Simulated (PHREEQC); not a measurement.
A solution holds 0.18 mol/kgw HBr and 0.38 mol/kgw NiCl2, at 89 °C. Closed to the air; pH follows from the charge balance.

The numbers come from PHREEQC with the ion-association model, wateq4f.dat.

This is a speciation only: nothing precipitates in the calculation.

Task: Order these Cl species by the share of Cl that they hold, largest first: Cl-, NiCl2, NiCl+.

Result: Cl- (76 %), NiCl2 (14 %), NiCl+ (10.0 %)

Task: Order these Ni species by the share of Ni that they hold, largest first: NiCl2, NiCl+, NiBr+, Ni+2.

Result: Ni+2 (57 %), NiCl+ (20 %), NiCl2 (14 %), NiBr+ (8.6 %)

The pH is 0.89 and the ionic strength 0.940 mol/kgw. The ionic strength is past about 0.7 mol/kgw, beyond the range of this activity model, so the values are rough. Complexes and solids missing from the database can't appear. At this temperature some constants are extrapolated from 25 °C, and those without enthalpy data are left unchanged.
